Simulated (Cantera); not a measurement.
Feed: 1 mol H2O, 0.47 mol O2, equilibrated at 2825 °C and 101000 Pa.

These are equilibrium values from Cantera (NASA tables, ideal gas, pure condensed phases), not measurements of a reactor. Candidate condensed phases: H2O; 9 gas species. Kinetics and transport are ignored.

Base state: H2O 0.437, O2 0.242, OH 0.141, O 0.0766, H2 0.0545, H 0.0491, HO2 0.000118 (mole fractions); condensed: gas only.

**Question.** What changes in the equilibrium state with this change: pressure from 101000 Pa to 1330 Pa?

**Answer.** 
```json
[
 {"species": "H", "before": "0.0491", "after": "0.409"},
 {"species": "O", "before": "0.0766", "after": "0.368"},
 {"species": "OH", "before": "0.141", "after": "0.0741"},
 {"species": "H2O", "before": "0.437", "after": "0.0253"},
 {"species": "O2", "before": "0.242", "after": "0.0735"},
 {"species": "H2", "before": "0.0545", "after": "0.0499"},
 {"species": "HO2", "before": "0.000118", "after": "3.93e-6"}
]
```

**Question.** What changes in the equilibrium state with this change: temperature from 2825 °C to 2925 °C?

**Answer.** 
```tsv
species	before	after
H2O	0.437	0.379
O2	0.242	0.225
OH	0.141	0.156
O	0.0766	0.101
H	0.0491	0.0717
H2	0.0545	0.0666
HO2	0.000118	0.000123
```

**Question.** What changes in the equilibrium state with this change: temperature from 2825 °C to 452 °C?

**Answer.** 
| species | before | after |
|---|---|---|
| H2O | 0.437 | 0.680 |
| O2 | 0.242 | 0.320 |
| OH | 0.141 | <1e-9 |
| O | 0.0766 | <1e-9 |
| H2 | 0.0545 | <1e-9 |
| H | 0.0491 | <1e-9 |
| HO2 | 0.000118 | <1e-9 |
